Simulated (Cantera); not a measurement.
# Adiabatic ignition

An adiabatic, constant-volume homogeneous reactor starts with CH4 : C2H6 : O2 : N2 : CO2 = 1.4 : 0.045 : 1.14 : 9.08 : 0.29 (molar parts), at 1500 K and 1000000 Pa.

Model: GRI-Mech 3.0 (53 species, 325 reactions), integrated in Cantera.

```
t (s)     T (K)  P (bar)     x CH4    x C2H6     x O2     x C2H    x C2H4   x CH2CO
--------  -----  -------  --------  --------  -------  --------  --------  --------
3.00e-6    1500    10.00     0.117   0.00375   0.0954    <1e-12   1.61e-6  6.17e-11
9.49e-6    1500    10.00     0.117   0.00371   0.0953    <1e-12   1.69e-5   6.70e-9
3.00e-5    1501     10.0     0.117   0.00366   0.0951    <1e-12  0.000124   3.45e-7
9.49e-5    1507     10.1     0.115   0.00358   0.0941    <1e-12  0.000588   7.69e-6
0.000300   1660     11.2    0.0874   0.00309   0.0732   2.62e-9   0.00554  0.000719
0.000949   2173     16.4   0.00250   7.93e-7  2.15e-8   8.51e-7   4.77e-5   1.15e-5
0.00300    2160     16.6  0.000777   6.21e-8  1.13e-8   8.41e-8   6.85e-6   1.38e-6
0.00949    2154     16.6   6.13e-6  5.12e-12  9.62e-9  9.16e-11   7.79e-9   4.49e-9
0.0300     2154     16.6   2.58e-8    <1e-12  9.62e-9    <1e-12    <1e-12  1.52e-11
0.0949     2154     16.6   2.52e-8    <1e-12  9.62e-9    <1e-12    <1e-12  1.48e-11
0.300      2154     16.6   2.50e-8    <1e-12  9.62e-9    <1e-12    <1e-12  1.47e-11
0.949      2154     16.6   2.50e-8    <1e-12  9.62e-9    <1e-12    <1e-12  1.47e-11
3.00       2154     16.6   2.50e-8    <1e-12  9.62e-9    <1e-12    <1e-12  1.47e-11
```
x: mole fraction; the columns are a selection and need not sum to one.

| Property | Value |
|---|---|
| time of steepest temperature rise | 0.334 ms |
| temperature at 3.00 s | 2154 K |
| equilibrium temperature | 2154 K |
| x(CH4) at 3.00 s | 2.50e-8 (gas-phase equilibrium 2.79e-8) |
| x(C2H6) at 3.00 s | <1e-12 (gas-phase equilibrium <1e-12) |
| x(O2) at 3.00 s | 9.62e-9 (gas-phase equilibrium 9.62e-9) |
